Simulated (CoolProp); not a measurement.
R22 along the isobar 1.01 bar: fugacity coefficient from the reference equation and from simpler models built on Tc = 96.1 °C, pc = 49.90 bar, ω = 0.221; each cubic takes its own stable root.

The numbers come from the reference Helmholtz-energy equation of state, Kamei 1995 in CoolProp.

| T (°C) | phase | reference |
|---|---|---|
| -69.65 | liquid | 0.2054 |
| -59.25 | liquid | 0.3814 |
| -48.85 | liquid | 0.6604 |
| -38.45 | gas | 0.9669 |
| -28.05 | gas | 0.9716 |
| -17.65 | gas | 0.9755 |
| -7.25 | gas | 0.9787 |
| 3.05 | gas | 0.9813 |
| 13.45 | gas | 0.9835 |
| 23.85 | gas | 0.9854 |
| 34.25 | gas | 0.9870 |
| 44.65 | gas | 0.9884 |
| 55.05 | gas | 0.9896 |
| 65.45 | gas | 0.9907 |

### Question
How far does each simpler model (van der Waals, Redlich-Kwong, Soave-Redlich-Kwong, Peng-Robinson) lie from the reference over these 14 states: mean and median of the absolute difference, and the worst?

### Answer
- van der Waals: mean 42.0 %, median 0.8 %, worst +375.4 % at -69.65 °C and 1.01 bar
- Redlich-Kwong: mean 15.5 %, median 0.4 %, worst +87.7 % at -69.65 °C and 1.01 bar
- Soave-Redlich-Kwong: mean 0.4 %, median 0.2 %, worst -1.3 % at -69.65 °C and 1.01 bar
- Peng-Robinson: mean 0.6 %, median 0.1 %, worst +2.8 % at -69.65 °C and 1.01 bar

At some of these states van der Waals, Redlich-Kwong gives the other phase, because its saturation line lies elsewhere.
